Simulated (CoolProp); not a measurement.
A single-stage vapour-compression cycle with R13: evaporating at 219.15 K (dew point), condensing at 271.15 K (bubble point), superheat 5 K, subcooling 5 K, compressor efficiency 0.65, no pressure losses. Each further row changes one setting.

Model: reference Helmholtz-energy equation of state, Platzer 1990, in CoolProp. This equation is an older, rougher fit; its heat capacities, sound speeds and derivatives of the liquid may be far off and weren't checked against measurements.

| case | cooling COP | pressure ratio | discharge temperature (K) | refrigerating effect (kJ/kg) | volumetric capacity (kJ/m³) |
|---|---|---|---|---|---|
| as stated | 2.00 | 5.23 | 312.3 | 88.9 | 1960 |
| evaporating temperature 224.15 K | 2.33 | 4.31 | 307.7 | 90.7 | 2410 |
| condensing temperature 266.15 K | 2.32 | 4.59 | 304.9 | 94.6 | 2090 |
| subcooling 10 K | 2.13 | 5.23 | 312.3 | 94.7 | 2090 |
| superheat 15 K | 2.01 | 5.23 | 323.7 | 95.0 | 1980 |
| compressor efficiency 0.55 | 1.69 | 5.23 | 322.6 | 88.9 | 1960 |
